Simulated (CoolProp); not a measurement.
A single-stage vapour-compression cycle with propylene: evaporating at 273.15 K (dew point), condensing at 314.15 K (bubble point), superheat 8 K, subcooling 0 K, compressor efficiency 0.8, no pressure losses. Each further row changes one setting.

The numbers come from the reference Helmholtz-energy equation of state, Lemmon 2013 in CoolProp.

```
case                              cooling COP  pressure ratio  discharge temperature (K)  refrigerating effect (kJ/kg)  volumetric capacity (kJ/m³)
--------------------------------  -----------  --------------  -------------------------  ----------------------------  ---------------------------
as stated                                4.18            2.89                      337.4                           283                         3340
evaporating temperature 278.15 K         4.95            2.49                 (withheld)                           288                         3920
condensing temperature 309.15 K          4.93            2.57                      331.0                           297                         3510
subcooling 5 K                           4.39            2.89                      337.4                           297                         3510
superheat 18 K                     (withheld)            2.89                 (withheld)                           300                         3370
compressor efficiency 0.7          (withheld)            2.89                 (withheld)                           283                         3340
```

Question: Some entries are withheld; supply them.

Answer: 
- evaporating temperature 278.15 K, discharge temperature (K): 335.2
- superheat 18 K, cooling COP: 4.20
- superheat 18 K, discharge temperature (K): 347.4
- compressor efficiency 0.7, cooling COP: 3.66
- compressor efficiency 0.7, discharge temperature (K): 342.2
